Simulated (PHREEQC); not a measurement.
0.11 g of hydrous ferric oxide (600 m²/g; 0.2 weak and 0.005 strong sites per Fe, Dzombak-Morel constants, diffuse double layer) in 1 kg of water with 0.005 mol/kgw of an inert sodium salt and 4.3e-06 mol/kgw H3BO3 and 7.5e-06 mol/kgw CuSO4, at 25 °C; the pH is set by adding NaOH or the inert anion's acid. O2 is buffered at 0.21 atm. No CO2 enters from the air. Precipitation was switched off in this run.

Base run: PHREEQC, ion-association model, wateq4f.dat. Each further column changes one thing. The table gives Cu sorbed (%).

| pH | base | no electrostatic term (-no_edl) | background salt from 0.005 to 0.0005 mol/kgw | oxide from 0.11 to 0.55 g/kgw | 0.00011 mol/kgw CuCl2 added |
|---|---|---|---|---|---|
| 3 | 0.0 | 0.0 | 0.0 | 0.1 | 0.0 |
| 3.5 | 0.1 | ? | 0.1 | 0.7 | 0.1 |
| 4.5 | 7.8 | 16.1 | ? | 28.8 | 4.4 |
| 5 | 33.6 | 56.5 | 29.7 | 73.6 | 13.5 |
| 6 | 94.5 | 98.8 | 94.2 | 99.4 | 65.0 |
| 6.5 | 99.1 | 99.8 | 99.1 | 99.9 | 83.4 |
| 7.5 | 99.8 | 99.9 | 99.8 | 100.0 | ? |
| 8 | 99.8 | 99.9 | 99.8 | 100.0 | 88.4 |
| 9 | 99.8 | ? | 99.8 | 100.0 | 86.2 |
| 9.5 | 99.8 | 89.1 | 99.8 | 100.0 | ? |
| 10.5 | 99.7 | 16.6 | 99.8 | 100.0 | 82.7 |
| 11 | 99.5 | ? | 99.7 | 100.0 | 79.9 |

Q: Some entries are withheld; supply them.

A: 
- 3.5, no electrostatic term (-no_edl): 0.2
- 4.5, background salt from 0.005 to 0.0005 mol/kgw: 6.1
- 7.5, 0.00011 mol/kgw CuCl2 added: 90.1
- 9, no electrostatic term (-no_edl): 98.1
- 9.5, 0.00011 mol/kgw CuCl2 added: 85.3
- 11, no electrostatic term (-no_edl): 2.2

The database's constant for dissolved Cu(OH)2 is higher than later reviews accept. The oxide is taken as insoluble; below pH 4 it would dissolve. In at least one series the solution becomes supersaturated in solids that the run did not let form, among them Cu(OH)2.
